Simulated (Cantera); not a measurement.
# Catalytic combustion on Pt

An isothermal plug-flow reactor at 800 K and 0.217 atm (inlet), inlet velocity 0.51 m/s, active area per volume 1000 1/m; feed CO : O₂ : N₂ = 0.023 : 0.013 : 0.79 (molar parts), equivalence ratio 0.88.

Cantera simulation using Deutschmann's 1995 Pt surface mechanism with GRI-Mech 3.0 gas chemistry; the numbers are that mechanism's predictions, not measurements. Catalytic surfaces can have several steady states; this one follows from the mechanism file's or the stated starting coverage. Mass transfer to the wall is taken as infinitely fast.

| z (m) | x CO | x O₂ | x H₂O | x CO₂ | θ free Pt | θ O* | θ CO* |
|---|---|---|---|---|---|---|---|
| 0.00022 | 0.0225 | 0.0130 | <1e-12 | 0.00547 | 0.234 | 0.00145 | 0.764 |
| 0.00043 | 0.0173 | 0.0105 | <1e-12 | 0.0107 | 0.262 | 0.00151 | 0.736 |
| 0.00083 | 0.00706 | 0.00536 | <1e-12 | 0.0211 | 0.378 | 0.00191 | 0.620 |
| 0.0016 | 9.31e-12 | 0.00184 | <1e-12 | 0.0282 | 0.213 | 0.787 | 1.49e-11 |
| 0.0031 | <1e-12 | 0.00184 | <1e-12 | 0.0282 | 0.213 | 0.787 | <1e-12 |
| 0.006 | <1e-12 | 0.00184 | <1e-12 | 0.0282 | 0.213 | 0.787 | <1e-12 |
| 0.012 | <1e-12 | 0.00184 | <1e-12 | 0.0282 | 0.213 | 0.787 | <1e-12 |
| 0.022 | <1e-12 | 0.00184 | <1e-12 | 0.0282 | 0.213 | 0.787 | <1e-12 |
x: gas mole fraction; θ: surface coverage.
